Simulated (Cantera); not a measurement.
What does this Cantera script print?

```python
import numpy as np
import cantera as ct

gas_names = """
    H HO2 H2 H2O H2O2 Mg MgH MgO MgOH MgO2H2 Mg2 O OH O2 O3
""".split()
cond_names = """
    H2O(s) H2O(L) Mg(cr) Mg(L) MgO(s) MgO(L) MgO2H2(s)
""".split()


# ... load() reads the species with a 1 bar reference pressure and builds the phases ...
atoms = {
    'MgO': {'Mg': 1, 'O': 1},
    'H2': {'H': 2},
}
top_T = {}  # K; cautious upper limits of use, not melting points


# ... equilibrate(T, P, feed) seeds the gas with the atoms and calls Mixture.equilibrate('TP', solver="vcs", rtol=1e-11, max_steps=5000) ...
results = []
feed = {'MgO': 1, 'H2': 2.3}  # mol
P = 10  # Pa
for T in [1498, 1573, 1648, 1723, 1798, 1873, 1948, 2023, 2098, 2173, 2248, 2323, 2398]:
    mix = equilibrate(T, P, feed)
    results.append((T, P, feed, dict(zip(mix.species_names, mix.species_moles))))

top = {s: max(r[3][s] / sum(r[3][g] for g in gas_names) for r in results) for s in gas_names}
cols = sorted((s for s in top if top[s] > 1e-06), key=lambda s: -top[s])[:6]
seen = [c for c in cond_names if any(r[3].get(c, 0) > 1e-12 for r in results)]
print("log10 of partial pressures in bar; condensed amounts in mol")
print(f"{'T/K':>10s}" + "".join(f"{s[:9]:>10s}" for s in cols + seen))
for T, P, feed, n in results:
    ng = sum(n[g] for g in gas_names)
    print(f"{T:10.4g}" + "".join(f"{np.log10(max(n[s] / ng * P / 1e5, 1e-99)):10.3f}" for s in cols)
          + "".join(f"{n.get(c, 0):10.4g}" for c in seen))
```

It prints:

```
log10 of partial pressures in bar; condensed amounts in mol
       T/K        H2         H        Mg       H2O         O        OH    MgO(s)
      1498    -4.003    -6.767    -6.512    -6.512   -13.647   -10.823    0.9929
      1573    -4.009    -6.395    -6.113    -6.113   -12.404    -9.942    0.9821
      1648    -4.020    -6.060    -5.754    -5.754   -11.271    -9.142    0.9585
      1723    -4.042    -5.760    -5.433    -5.433   -10.231    -8.413     0.911
      1798    -4.083    -5.495    -5.150    -5.151    -9.268    -7.745    0.8215
      1873    -4.156    -5.268    -4.908    -4.910    -8.365    -7.132    0.6642
      1948    -4.278    -5.086    -4.710    -4.717    -7.507    -6.569    0.4104
      2023    -4.468    -4.955    -4.562    -4.582    -6.679    -6.052    0.0451
      2098    -4.535    -4.779    -4.566    -4.613    -6.175    -5.783         0
      2173    -4.597    -4.615    -4.595    -4.699    -5.763    -5.591         0
      2248    -4.678    -4.473    -4.635    -4.854    -5.429    -5.473         0
      2323    -4.792    -4.359    -4.685    -5.103    -5.184    -5.449         0
      2398    -4.948    -4.277    -4.732    -5.454    -5.021    -5.519         0
```

Equilibrium computed with Cantera from the NASA thermochemical tables; the gas is ideal and each condensed phase is pure. The tables' values for MgH are old estimates; treat these amounts as uncertain.
